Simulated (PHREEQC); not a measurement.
Alkaline etch or developer: an equilibrium model

Dissolve 0.011 mol/kgw CsOH and 3.6e-05 mol/kgw H4SiO4 at 20 °C. Closed to the air; pH follows from the charge balance.

All values are PHREEQC results (ion-association model, wateq4f.dat), not measurements.

Precipitation was switched off in this run.

Question: Estimate the pH.

Answer: pH 12.16.

Question: In which forms is Si present?

Answer: H3SiO4- 91 %, H2SiO4-2 8.7 % of the Si.

Complexes and solids missing from the database can't appear.
